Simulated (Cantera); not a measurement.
What does this Cantera script print?

```python
import numpy as np
import cantera as ct

gas = ct.Solution("gri30.yaml")
gas.TPX = 1500, 100000, {'C3H8': 1, 'O2': 6.85, 'N2': 25.8, 'CO2': 1.7}
reactor = ct.IdealGasConstPressureReactor(gas, energy="on", clone=False)
net = ct.ReactorNet([reactor])
net.rtol, net.atol = 1e-08, 1e-16
show = ['C3H8', 'O2', 'CO2', 'CO', 'HO2', 'O']
times = np.geomspace(1e-06, 3, 10)

steps = ct.SolutionArray(gas, extra=["t"])
rows = []
print(f"{'t/s':>10s}{'T/K':>9s}{'P/Pa':>11s}" + "".join(f"{s:>11s}" for s in show))
for t in times:
    while net.time < t:
        t_next = net.step()
        steps.append(gas.state, t=t_next)
    rows.append([np.interp(t, steps.t, y) for y in (steps.T, steps.P, *steps(*show).X.T)])
    print(f"{t:10.3e}{rows[-1][0]:9.1f}{rows[-1][1]:11.4g}" + "".join(f"{x:11.3e}" for x in rows[-1][2:]))
rate = np.gradient(steps.T, steps.t)
print("integrator steps:", len(steps.t))
if steps.T.max() > steps.T[0] + 200:
    print(f"time of steepest temperature rise: {steps.t[rate.argmax()]:.4e} s")
gas.TPX = 1500, 100000, {'C3H8': 1, 'O2': 6.85, 'N2': 25.8, 'CO2': 1.7}
gas.equilibrate("HP")
print(f"equilibrium (HP): T = {gas.T:.1f} K  " + "  ".join(f"{s} {gas[s].X[0]:.3e}" for s in show))
```

It prints:

```
       t/s      T/K       P/Pa       C3H8         O2        CO2         CO        HO2          O
 1.000e-06   1499.3      1e+05  2.821e-02  1.937e-01  4.809e-02  3.269e-08  9.123e-06  8.553e-07
 5.244e-06   1496.2      1e+05  2.765e-02  1.935e-01  4.805e-02  3.268e-06  8.561e-05  2.616e-06
 2.750e-05   1492.3      1e+05  2.259e-02  1.904e-01  4.781e-02  4.412e-04  1.082e-04  7.507e-06
 1.442e-04   2274.2      1e+05  1.495e-46  6.523e-02  8.021e-02  4.330e-02  6.372e-06  1.469e-02
 7.563e-04   2569.3      1e+05  3.404e-48  5.827e-02  1.009e-01  2.545e-02  6.295e-06  5.605e-03
 3.966e-03   2578.7      1e+05  3.150e-48  5.574e-02  1.024e-01  2.412e-02  6.331e-06  5.020e-03
 2.080e-02   2570.7      1e+05  3.139e-48  5.267e-02  1.027e-01  2.388e-02  5.962e-06  4.696e-03
 1.091e-01   2570.3      1e+05  3.139e-48  5.249e-02  1.028e-01  2.387e-02  5.942e-06  4.678e-03
 5.721e-01   2570.3      1e+05  3.139e-48  5.249e-02  1.028e-01  2.387e-02  5.942e-06  4.678e-03
 3.000e+00   2570.3      1e+05  3.139e-48  5.249e-02  1.028e-01  2.387e-02  5.942e-06  4.678e-03
integrator steps: 1735
time of steepest temperature rise: 8.0757e-05 s
equilibrium (HP): T = 2570.3 K  C3H8 5.990e-48  O2 5.249e-02  CO2 1.028e-01  CO 2.387e-02  HO2 5.942e-06  O 4.678e-03
```

Detailed kinetics in Cantera: GRI-Mech 3.0 (53 species, 325 reactions). GRI-Mech 3.0 was tuned for natural gas; its chemistry of propane as a main component is partial and can be far from experiment.
